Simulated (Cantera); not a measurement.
Cantera run, input and output.

```python
import numpy as np
import cantera as ct

surf = ct.Interface("diamond.yaml", "diamond_100")
gas, bulk = surf.adjacent["gas"], surf.adjacent["diamond"]
k = surf.kinetics_species_index(bulk.species_names[0])
cover = ["c6HH", "c6H*", "c6*H", "c6**", "c6HM", "c6B"]

rows, drift = [], 0.0
print(f"{'xCH3':>10s}{'um/h':>11s}" + "".join(f"{s:>11s}" for s in cover))
for v in [1e-06, 2.5e-06, 6.4e-06, 1.6e-05, 4.1e-05, 0.0001, 0.00026, 0.00067, 0.0017]:
    T, P, xH, xCH3 = 1423, 6000, 0.0065, v
    gas.TPX = T, P, {"H": xH, "CH3": xCH3, "CH4": 0.013, "H2": 1 - xH - xCH3 - 0.013}
    surf.TP = bulk.TP = T, P
    surf.coverages = "c6H*:0.1, c6HH:0.9"
    surf.advance_coverages(100.0)
    before = surf.coverages
    surf.advance_coverages(100.0)
    drift = max(drift, np.max(np.abs(surf.coverages - before) / (surf.coverages + 1e-9)))
    rate = surf.net_production_rates[k] * bulk.mean_molecular_weight / bulk.density * 3.6e9
    rows.append([rate, *surf[cover].coverages])
    print(f"{v:10.4g}{rate:11.4e}" + "".join(f"{x:11.3e}" for x in rows[-1][1:]))
```

Result:

```
      xCH3       um/h       c6HH       c6H*       c6*H       c6**       c6HM        c6B
     1e-06 1.3123e-02  3.290e-01  6.173e-02  5.462e-01  6.308e-02  2.892e-07  3.561e-11
   2.5e-06 3.2806e-02  3.290e-01  6.173e-02  5.462e-01  6.307e-02  7.229e-07  8.902e-11
   6.4e-06 8.3975e-02  3.290e-01  6.173e-02  5.462e-01  6.307e-02  1.851e-06  2.279e-10
   1.6e-05 2.0989e-01  3.290e-01  6.172e-02  5.462e-01  6.305e-02  4.626e-06  5.695e-10
   4.1e-05 5.3748e-01  3.290e-01  6.172e-02  5.462e-01  6.301e-02  1.185e-05  1.458e-09
    0.0001 1.3089e+00  3.290e-01  6.171e-02  5.461e-01  6.291e-02  2.889e-05  3.552e-09
   0.00026 3.3892e+00  3.290e-01  6.169e-02  5.459e-01  6.264e-02  7.498e-05  9.197e-09
   0.00067 8.6426e+00  3.289e-01  6.164e-02  5.455e-01  6.195e-02  1.924e-04  2.345e-08
    0.0017 2.1370e+01  3.288e-01  6.152e-02  5.444e-01  6.030e-02  4.829e-04  5.799e-08
```

Computed with Cantera and the Harris–Goodwin 1993 mechanism for the reconstructed diamond (100) surface.
